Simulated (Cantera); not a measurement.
Input (Python, Cantera) and output of one run.

```python
import numpy as np
import cantera as ct

gas_names = """
    Ba BaF BaF2 BaOH BaO2H2 F FO FO2 F2 F2O H HF HOF HO2 H2 H2F2 H2O H2O2 H3F3 H4F4 H5F5 H6F6 H7F7 O OH
    O2 O3
""".split()
cond_names = """
    Ba(cr) Ba(L) BaF2(a) BaF2(b,c) BaF2(L) BaO(s) BaO(L) BaO2H2(s) BaO2H2(L) H2O(s) H2O(L)
""".split()


# ... load() reads the species with a 1 bar reference pressure and builds the phases ...
atoms = {
    'BaF2': {'Ba': 1, 'F': 2},
    'H2': {'H': 2},
    'H2O': {'H': 2, 'O': 1},
}
top_T = {}  # K; cautious upper limits of use, not melting points


# ... equilibrate(T, P, feed) seeds the gas with the atoms and calls Mixture.equilibrate('TP', solver="vcs", rtol=1e-11, max_steps=5000) ...
results = []
feed = {'BaF2': 1, 'H2': 90, 'H2O': 8}  # mol
T = 1475  # K
P = 33000  # Pa
mix = equilibrate(T, P, feed)
results.append((T, P, feed, dict(zip(mix.species_names, mix.species_moles))))
print(gas.report(threshold=0.001))
for i in range(1, mix.n_phases):
    print(f"{mix.phase(i).name:16s} {mix.phase_moles(i):12.5e} mol")
```

Output:

```
       temperature   1475 K
          pressure   33000 Pa
           density   0.0090093 kg/m^3
  mean mol. weight   3.3481 kg/kmol
   phase of matter   gas

                          1 kg             1 kmol
                     ---------------   ---------------
          enthalpy        4.9536e+06        1.6585e+07  J
   internal energy        1.2907e+06        4.3215e+06  J
           entropy             58490        1.9583e+05  J/K
    Gibbs function       -8.1319e+07       -2.7227e+08  J
 heat capacity c_p            9996.1             33468  J/K
 heat capacity c_v            7512.8             25154  J/K

                      mass frac. Y      mole frac. X     chem. pot. / RT
                     ---------------   ---------------   ---------------
                H2           0.55278           0.91804           -19.748
               H2O            0.4373          0.081273           -49.555
     [  +25 minor]         0.0099189        0.00068238

Ba(L)             0.00000e+00 mol
BaF2(a)           9.68201e-01 mol
BaO(s)            1.89695e-02 mol
BaO2H2(L)         0.00000e+00 mol
```

Cantera equilibrium calculation (NASA polynomials, part measured and part estimated; ideal gas, pure solids and liquids). Mutual solubility and eutectic melting of coexisting phases are not modelled.
